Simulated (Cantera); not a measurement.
Charge: 1 mol SiH4, 0.12 mol O2, 7.3 mol H2, held at 2.80 mbar.

Method: chemical equilibrium by Gibbs-energy minimisation in Cantera with the NASA 1993 tables (ideal gas, pure condensed phases). Candidate condensed phases: H2O, Si, SiO2; 18 gas species. Equilibrium is a limit: real reactors are often held back by kinetics, nucleation or transport.

### Question
At 1623 K, list the 4 most abundant gas species with their mole fractions, and the condensed phases.

### Answer
H2 0.974, SiO 0.0251, H 0.00129, Si 5.59e-5. Condensed: Si(s).
